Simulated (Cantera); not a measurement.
A closed system holds: 1 mol NF3, 0.12 mol H2O, 0.4 mol H2, at 1050 °C and 1.33 mbar.

Equilibrium computed with Cantera from the NASA thermochemical tables; the gas is ideal and each condensed phase is pure. Candidate condensed phases: H2O; 40 gas species. Rates play no part.

Base state: F 0.550, HF 0.292, N2 0.140, O2 0.0168, F2 0.000324, NO 5.48e-5 (mole fractions); condensed: gas only.

### Question
What changes in the equilibrium state with this change: H2 from 0.4 to 0.11 mol?

### Answer
```csv
species,before,after
F,0.550,0.713
N2,0.140,0.140
HF,0.292,0.129
F2,0.000324,0.000545
O2,0.0168,0.0168
NO,5.48e-5,5.48e-5
```
